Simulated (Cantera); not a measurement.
A closed system holds: 1 mol FeCl3, 3.6 mol H2O, 270 mol N2, at 0.00650 bar.

These are equilibrium values from Cantera (NASA tables, ideal gas, pure condensed phases), not measurements of a reactor. Candidate condensed phases: Fe, FeCl2, FeCl3, FeO, Fe(OH)2, Fe(OH)3, Fe2O3, Fe3O4, H2O, NH4Cl; 37 gas species. The tables' stoichiometric FeO is somewhat more stable than real wüstite, so its field is too wide. FeO: taken at fixed stoichiometry. Equilibrium is a limit: real reactors are often held back by kinetics, nucleation or transport.

Q: At 1625 °C, list the 6 most abundant gas species with their mole fractions, and the condensed phases.

A: N2 0.979, H2O 0.00945, HCl 0.00553, FeCl2 0.00181, Cl 0.00171, O2 0.000727. Condensed: FeO(l).
